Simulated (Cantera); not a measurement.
Feed: 1 mol Ta₂O₅, 1 mol C, 0.019 mol CO, held at 2450 K.

Cantera equilibrium calculation (NASA polynomials, part measured and part estimated; ideal gas, pure solids and liquids). Candidate condensed phases: C, Ta, TaC, Ta₂O₅; 15 gas species. Mutual solubility and eutectic melting of coexisting phases are not modelled. TaC: taken at fixed stoichiometry. Condensed phases not in the tables: Ta₂C, N, O or C dissolved in the metal. Rates play no part.

Q: What share of the Ta ends up in condensed phases as a function of P (Pa), at 10, 42, 180, 750, 3200, 13000, 56000, 240000, 1000000?

A: 
```tsv
P (Pa)	Ta condensed (%)	as
10	0.0	-
42	15.1	Ta₂O₅(l)
180	83.0	Ta(s) + Ta₂O₅(l)
750	96.7	Ta(s) + Ta₂O₅(l)
3200	99.3	Ta(s) + Ta₂O₅(l)
13000	99.8	Ta(s) + Ta₂O₅(l)
56000	100.0	TaC(s) + Ta₂O₅(l)
240000	100.0	TaC(s) + Ta₂O₅(l)
1000000	100.0	TaC(s) + Ta₂O₅(l)
```
